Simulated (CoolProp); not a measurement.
Vapour-liquid equilibrium of R125 (1) + R152A (2) at 0.104 MPa; x and y are mole fractions of (1).

The numbers come from the multi-fluid Helmholtz-energy mixture model, Lemmon 2005 and Outcalt 1996; pair parameters Bell 2016 in CoolProp.

**Question.** Give the bubble temperature and the first vapour's composition at x = 0.05, 0.2, 0.95. Is there an azeotrope?

**Answer.** x = 0.05: 247.6 K, y = 0.132; x = 0.2: 242.5 K, y = 0.411; x = 0.95: 226.4 K, y = 0.985. No azeotrope shows between x = 0.05 and 0.95.

Pair parameters are fitted to limited data, so mixtures are less certain than the pure fluids. The gap from Raoult's law changes sign with composition, which may be real or a fault of the pair parameters; it wasn't checked against measurements.
